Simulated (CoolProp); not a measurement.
R13 along the isotherm -45.15 °C: density (kg/m³) from the reference equation and from simpler models built on Tc = 29.9 °C, pc = 3.973 MPa, ω = 0.175; each cubic takes its own stable root.

Model: reference Helmholtz-energy equation of state, Platzer 1990, in CoolProp. This equation is an older, rougher fit; its heat capacities, sound speeds and derivatives of the liquid may be far off and weren't checked against measurements.

```
p (MPa)   phase  reference
-------  ------  ---------
1.24     liquid       1375
2.48     liquid       1383
3.72     liquid       1390
4.97     liquid       1396
6.21     liquid       1403
7.45     liquid       1409
8.69     liquid       1414
9.93     liquid       1420
11.2     liquid       1426
12.4     liquid       1431
13.7     liquid       1436
14.9     liquid       1441
16.1     liquid       1445
17.4     liquid       1450
18.6     liquid       1454
19.9     liquid       1459
```

Problem. How far does each simpler model (van der Waals, Redlich-Kwong, Soave-Redlich-Kwong, Peng-Robinson) lie from the reference over these 16 states: mean and median of the absolute difference, and the worst?

Solution. 
- van der Waals: mean 31.3 %, median 30.9 %, worst -34.8 % at -45.15 °C and 1.24 MPa
- Redlich-Kwong: mean 3.8 %, median 3.6 %, worst -6.2 % at -45.15 °C and 1.24 MPa
- Soave-Redlich-Kwong: mean 1.9 %, median 1.8 %, worst -3.5 % at -45.15 °C and 1.24 MPa
- Peng-Robinson: mean 10.5 %, median 10.6 %, worst +11.3 % at -45.15 °C and 19.9 MPa
